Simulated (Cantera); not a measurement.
Feed: 1 mol Cr, 0.036 mol O2, 45 mol H2, 3.6 mol N2O, at 923 K and 133 Pa.

Method: chemical equilibrium by Gibbs-energy minimisation in Cantera with the NASA 1993 tables (ideal gas, pure condensed phases). Candidate condensed phases: Cr, CrN, Cr2N, Cr2O3, H2O; 29 gas species. Kinetics and transport are ignored.

Base state: H2 0.881, N2 0.0741, H2O 0.0447 (mole fractions); condensed: Cr2O3(s).

What changes in the equilibrium state with this change: N2O from 3.6 to 0.14 mol?


| species | before | after |
|---|---|---|
| H2 | 0.881 | 1.000 |
| N2 | 0.0741 | 0.000284 |
| H2O | 0.0447 | 2.30e-6 |
| Cr2O3(s), mol | 0.500 | 0.0706 |
| Cr(s), mol | 0 | 0.350 |
| Cr2N(s), mol | 0 | 0.254 |
